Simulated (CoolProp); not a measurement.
1-butene along the isotherm 251.85 °C: density (kg/m³) from the reference equation and from simpler models built on Tc = 146.1 °C, pc = 4.006 MPa, ω = 0.192; each cubic takes its own stable root.

Values from CoolProp's reference Helmholtz-energy equation of state, Lemmon 2005. It is a short technical equation, of lower accuracy than the large ones.

```json
[
 {"p (MPa)": "2.67", "phase": "gas", "reference": "38.71", "ideal gas": "34.32", "Redlich-Kwong": "39.00", "Soave-Redlich-Kwong": "38.33", "Peng-Robinson": "39.12"},
 {"p (MPa)": "5.34", "phase": "supercritical", "reference": "89.10", "ideal gas": "68.64", "Redlich-Kwong": "90.79", "Soave-Redlich-Kwong": "86.51", "Peng-Robinson": "89.98"},
 {"p (MPa)": "8.01", "phase": "supercritical", "reference": "153.6", "ideal gas": "103.0", "Redlich-Kwong": "157.6", "Soave-Redlich-Kwong": "144.4", "Peng-Robinson": "152.3"},
 {"p (MPa)": "10.7", "phase": "supercritical", "reference": "222.6", "ideal gas": "137.5", "Redlich-Kwong": "223.3", "Soave-Redlich-Kwong": "202.5", "Peng-Robinson": "215.6"},
 {"p (MPa)": "13.4", "phase": "supercritical", "reference": "277.9", "ideal gas": "172.2", "Redlich-Kwong": "271.9", "Soave-Redlich-Kwong": "249.9", "Peng-Robinson": "268.1"},
 {"p (MPa)": "16", "phase": "supercritical", "reference": "315.6", "ideal gas": "205.7", "Redlich-Kwong": "305.9", "Soave-Redlich-Kwong": "285.0", "Peng-Robinson": "307.6"},
 {"p (MPa)": "18.7", "phase": "supercritical", "reference": "344.3", "ideal gas": "240.4", "Redlich-Kwong": "333.1", "Soave-Redlich-Kwong": "313.8", "Peng-Robinson": "340.2"},
 {"p (MPa)": "21.4", "phase": "supercritical", "reference": "366.3", "ideal gas": "275.1", "Redlich-Kwong": "355.0", "Soave-Redlich-Kwong": "337.1", "Peng-Robinson": "366.8"},
 {"p (MPa)": "24", "phase": "supercritical", "reference": "383.5", "ideal gas": "308.5", "Redlich-Kwong": "372.6", "Soave-Redlich-Kwong": "356.0", "Peng-Robinson": "388.2"},
 {"p (MPa)": "26.7", "phase": "supercritical", "reference": "398.4", "ideal gas": "343.2", "Redlich-Kwong": "388.3", "Soave-Redlich-Kwong": "372.8", "Peng-Robinson": "407.4"},
 {"p (MPa)": "29.4", "phase": "supercritical", "reference": "411.3", "ideal gas": "377.9", "Redlich-Kwong": "402.0", "Soave-Redlich-Kwong": "387.6", "Peng-Robinson": "424.2"},
 {"p (MPa)": "32", "phase": "supercritical", "reference": "422.2", "ideal gas": "411.3", "Redlich-Kwong": "413.8", "Soave-Redlich-Kwong": "400.1", "Peng-Robinson": "438.5"},
 {"p (MPa)": "34.7", "phase": "supercritical", "reference": "432.2", "ideal gas": "446.0", "Redlich-Kwong": "424.7", "Soave-Redlich-Kwong": "411.9", "Peng-Robinson": "451.8"},
 {"p (MPa)": "37.4", "phase": "supercritical", "reference": "441.3", "ideal gas": "480.7", "Redlich-Kwong": "434.6", "Soave-Redlich-Kwong": "422.5", "Peng-Robinson": "463.8"},
 {"p (MPa)": "40.1", "phase": "supercritical", "reference": "449.6", "ideal gas": "515.4", "Redlich-Kwong": "443.7", "Soave-Redlich-Kwong": "432.2", "Peng-Robinson": "474.8"}
]
```
